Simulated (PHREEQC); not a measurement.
Make-up at 25 °C: 0.05 mol Cu(NO3)2, 0.045 mol H2SO4 and 9.9e-05 mol KCl per kg of water. Closed to the air; pH follows from the charge balance.

Model: ion-association model, phreeqc.dat, run in PHREEQC.

Q: The ionic strength comes out as 0.201 mol/kgw. What activity coefficients do NO3-, HSO4-, KSO4-, Cl-, Cu+2 get?

A: NO3- 0.69, HSO4- 0.75, KSO4- 0.75, Cl- 0.71, Cu+2 0.33.

Precipitation was switched off in this run.
